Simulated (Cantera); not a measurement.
An adiabatic, constant-pressure homogeneous reactor starts with CO : H₂ : CH₄ : O₂ : N₂ = 1 : 0.049 : 1.1 : 3.84 : 14.4 (molar parts), equivalence ratio 0.71, at 1475 K and 3.90 bar. Integrator tolerance rtol = 1e-08.

Model: GRI-Mech 3.0 (53 species, 325 reactions), integrated in Cantera.

**Question.** What does this change do: initial temperature 1475 to 1650 K?

**Answer.** 
```tsv
quantity	before	after
time of steepest temperature rise	0.358 ms	81.3 µs
temperature at 0.700 s	2680 K	2765 K
equilibrium temperature	2680 K	2765 K
x(CO) at 0.700 s	0.0172 (gas-phase equilibrium 0.0172)	0.0230 (gas-phase equilibrium 0.0230)
x(H₂) at 0.700 s	0.00301 (gas-phase equilibrium 0.00301)	0.00407 (gas-phase equilibrium 0.00407)
x(CH₄) at 0.700 s	<1e-12 (gas-phase equilibrium <1e-12)	<1e-12 (gas-phase equilibrium <1e-12)
x(CH₃) at 0.700 s	<1e-12 (gas-phase equilibrium <1e-12)	<1e-12 (gas-phase equilibrium <1e-12)
x(NO₂) at 0.700 s	1.09e-5 (gas-phase equilibrium 1.09e-5)	1.16e-5 (gas-phase equilibrium 1.16e-5)
```

**Question.** What does this change do: CO 1 to 1.7 parts?

**Answer.** 
```json
[
 {"quantity": "time of steepest temperature rise", "before": "0.358 ms", "after": "0.361 ms"},
 {"quantity": "temperature at 0.700 s", "before": "2680 K", "after": "2747 K"},
 {"quantity": "equilibrium temperature", "before": "2680 K", "after": "2747 K"},
 {"quantity": "x(CO) at 0.700 s", "before": "0.0172 (gas-phase equilibrium 0.0172)", "after": "0.0311 (gas-phase equilibrium 0.0311)"},
 {"quantity": "x(H₂) at 0.700 s", "before": "0.00301 (gas-phase equilibrium 0.00301)", "after": "0.00422 (gas-phase equilibrium 0.00422)"},
 {"quantity": "x(CH₄) at 0.700 s", "before": "<1e-12 (gas-phase equilibrium <1e-12)", "after": "<1e-12 (gas-phase equilibrium <1e-12)"},
 {"quantity": "x(CH₃) at 0.700 s", "before": "<1e-12 (gas-phase equilibrium <1e-12)", "after": "<1e-12 (gas-phase equilibrium <1e-12)"},
 {"quantity": "x(NO₂) at 0.700 s", "before": "1.09e-5 (gas-phase equilibrium 1.09e-5)", "after": "8.93e-6 (gas-phase equilibrium 8.93e-6)"}
]
```

**Question.** What does this change do: pressure from 3.90 bar to 0.820 bar?

**Answer.** 
```
quantity                                                            before                                    after
---------------------------------  ---------------------------------------  ---------------------------------------
time of steepest temperature rise                                 0.358 ms                                  1.13 ms
temperature at 0.700 s                                              2680 K                                   2600 K
equilibrium temperature                                             2680 K                                   2600 K
x(CO) at 0.700 s                     0.0172 (gas-phase equilibrium 0.0172)    0.0231 (gas-phase equilibrium 0.0231)
x(H₂) at 0.700 s                   0.00301 (gas-phase equilibrium 0.00301)  0.00434 (gas-phase equilibrium 0.00434)
x(CH₄) at 0.700 s                    <1e-12 (gas-phase equilibrium <1e-12)    <1e-12 (gas-phase equilibrium <1e-12)
x(CH₃) at 0.700 s                    <1e-12 (gas-phase equilibrium <1e-12)    <1e-12 (gas-phase equilibrium <1e-12)
x(NO₂) at 0.700 s                  1.09e-5 (gas-phase equilibrium 1.09e-5)  4.99e-6 (gas-phase equilibrium 4.99e-6)
```
